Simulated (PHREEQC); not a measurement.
A solution holds 13 mmol/kgw HF and 0.036 mmol/kgw Na2B4O7, at 25 °C. It is in equilibrium with CO2 at log p = -3.4 (atm). Otherwise closed; pH follows from the charge balance.

All values are PHREEQC results (ion-association model, wateq4f.dat), not measurements.

This is a speciation only: nothing precipitates in the calculation.

Task: Order these F species by the share of F that they hold, largest first: H2F2, F-, BF4-, HF2-, HF.

Result: HF (71 %), F- (20 %), BF4- (4.2 %), H2F2 (3.4 %), HF2- (1.4 %)

Task: Order these B species by the share of B that they hold, largest first: H3BO3, BF3OH-, BF4-, BF2(OH)2-.

Result: BF4- (95 %), BF3OH- (3.8 %), H3BO3 (0.83 %), BF2(OH)2- (0.56 %)

The pH is 2.59 and the ionic strength 0.00278 mol/kgw. Complexes and solids missing from the database can't appear. Real BF4- forms and hydrolyses slowly; the run takes it at equilibrium.
